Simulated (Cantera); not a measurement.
Input: 1 mol SiCl4, 2.2 mol Cl2, 0.28 mol H2, held at 1475 K and 3.00 bar.

Equilibrium computed with Cantera from the NASA thermochemical tables; the gas is ideal and each condensed phase is pure. Candidate condensed phases: Si; 19 gas species. Equilibrium is a limit: real reactors are often held back by kinetics, nucleation or transport.

Base state: Cl2 0.536, SiCl4 0.284, HCl 0.159, Cl 0.0208 (mole fractions); condensed: gas only.

Question: What changes in the equilibrium state with this change: pressure from 3.00 bar to 0.100 bar?

Answer: 
```
species   before    after
-------  -------  -------
Cl2        0.536    0.469
SiCl4      0.284    0.272
HCl        0.159    0.152
Cl        0.0208    0.107
SiCl3    4.80e-6  2.69e-5
```
The tables' values for SiCl3 are old estimates; treat these amounts as uncertain.

Question: What changes in the equilibrium state with this change: H2 from 0.28 to 0.54 mol?

Answer: 
| species | before | after |
|---|---|---|
| Cl2 | 0.536 | 0.430 |
| HCl | 0.159 | 0.286 |
| SiCl4 | 0.284 | 0.265 |
| Cl | 0.0208 | 0.0186 |
